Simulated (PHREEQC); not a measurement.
Consider water at 7.8 °C with 0.0043 mol/kgw H2SO4, 0.086 mol/kgw NaCl and 0.15 mol/kgw CuCl2. Closed to the air; pH follows from the charge balance.

All values are PHREEQC results (ion-association model, phreeqc.dat), not measurements.

Task: The ionic strength comes out as 0.509 mol/kgw. What activity coefficients do SO4-2, NaSO4-, H+, Cl-, Cu+2 get?

Result: SO4-2 0.21, NaSO4- 0.70, H+ 0.77, Cl- 0.66, Cu+2 0.26.

No solid was allowed to form. Away from 25 °C the constants follow the database's enthalpies or fits; those with neither stay at their 25 °C values.
